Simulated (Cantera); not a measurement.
A closed system holds: 1 mol SiCl4, 1 mol Cl2, 11 mol H2, at 218 Torr.

Equilibrium computed with Cantera from the NASA thermochemical tables; the gas is ideal and each condensed phase is pure. Candidate condensed phases: Si; 19 gas species. Equilibrium is a limit: real reactors are often held back by kinetics, nucleation or transport. All values below are at 798 K.

Base state: H2 0.769, HCl 0.154, SiCl4 0.0766, SiHCl3 0.000336 (mole fractions); condensed: gas only.

Question: What changes in the equilibrium state with this change: Cl2 from 1 to 1.5 mol?

Answer: 
```json
[
 {"species": "H2", "before": "0.769", "after": "0.703"},
 {"species": "HCl", "before": "0.154", "after": "0.222"},
 {"species": "SiCl4", "before": "0.0766", "after": "0.0739"},
 {"species": "SiHCl3", "before": "0.000336", "after": "0.000206"}
]
```
